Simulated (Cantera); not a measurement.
Feed: 1 mol SiH4, 0.86 mol O2, 99 mol H2, held at 0.350 bar.

Method: chemical equilibrium by Gibbs-energy minimisation in Cantera with the NASA 1993 tables (ideal gas, pure condensed phases). Candidate condensed phases: H2O, Si, SiO2; 18 gas species. Mutual solubility and eutectic melting of coexisting phases are not modelled. The numbers say what is thermodynamically allowed, not how fast it happens.

log p: log10 of the partial pressure in bar; n: condensed amount in mol.

```
T (K)  log p H2  log p SiH4  log p H  log p SiO  n Si(s)  n SiO2(α-quartz)  n SiO2(β-quartz)
-----  --------  ----------  -------  ---------  -------  ----------------  ----------------
550       -0.46       -8.36     <-12       <-12    0.140             0.860                 0
600       -0.46       -8.15     <-12       <-12    0.140             0.860                 0
650       -0.46       -7.98     <-12       <-12    0.140             0.860                 0
700       -0.46       -7.83     <-12       <-12    0.140             0.860                 0
750       -0.46       -7.71     <-12       <-12    0.140             0.860                 0
800       -0.46       -7.60      [?]       <-12    0.140             0.860                 0
850       -0.46       -7.51      [?]       <-12    0.140                 0             0.860
900       -0.46       -7.43      [?]     -11.30    0.140                 0             0.860
950       -0.46       -7.36      [?]     -10.24    0.140                 0             0.860
1000      -0.46       -7.30      [?]      -9.28    0.140                 0             0.860
1050      -0.46       -7.24      [?]      -8.42    0.140                 0             0.860
```

Q: Complete the blanks.

A: 
- 800, log p H: -11.77
- 850, log p H: -10.92
- 900, log p H: -10.16
- 950, log p H: -9.48
- 1000, log p H: -8.87
- 1050, log p H: -8.32
